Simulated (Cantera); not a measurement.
A perfectly stirred reactor is fed with H₂ : O₂ : N₂ : NO = 1 : 0.455 : 1.64 : 0.0061 (molar parts), at 0.345 atm; it is adiabatic with a 500 K inlet, and is followed from long to short residence time, starting on the burning branch (τ in s: 0.31, 0.11, 0.039, 0.013, 0.0047, 0.0017, 0.00058, 0.0002, 7.1e-05, 2.5e-05).

Model: GRI-Mech 3.0 (53 species, 325 reactions), integrated in Cantera. The mechanism lacks 2 NO + O2 → 2 NO2 and HONO, so NO2 and the effect of NO are under-described below about 1400 K.

Question: What does this change do: pressure from 0.345 atm to 4.93 atm?

Answer: 
```csv
quantity,before,after
"blow-out, bracketed by the residence times tried","burning at 71.0 µs, out at 25.0 µs","burning at 25.0 µs, the shortest tried"
x(H₂) at τ = 0.310 s,0.0454,0.0379
x(O₂) at τ = 0.310 s,0.00420,0.00129
x(NO) at τ = 0.310 s,0.00269,0.00186
x(H) at τ = 0.310 s,0.00849,0.00324
x(N₂) at τ = 0.310 s,0.610,0.616
x(H₂) at τ = 1.70 ms,0.0610,0.0399
x(O₂) at τ = 1.70 ms,0.0151,0.00202
x(NO) at τ = 1.70 ms,0.00223,0.00214
x(H) at τ = 1.70 ms,0.0362,0.00421
x(N₂) at τ = 1.70 ms,0.589,0.615
```
The hydrogen kinetics of GRI-Mech 3.0 are dated; newer H2 mechanisms differ, most at raised pressure.
